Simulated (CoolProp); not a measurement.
Model: reference Helmholtz-energy equation of state, Beckmüller 2019, in CoolProp.

### Question
For n-octane, give the phase and the density (kg/m³), cp (kJ/(kg K)), cv (kJ/(kg K)), isothermal compressibility (1/MPa) at 296.5 K and 0.69 MPa; 296.5 K and 4.14 MPa.

### Answer
- 296.5 K and 0.69 MPa: liquid; density 700, cp 2.22, cv 1.78, isothermal compressibility 0.00127
- 296.5 K and 4.14 MPa: liquid; density 703, cp 2.22, cv 1.78, isothermal compressibility 0.00121
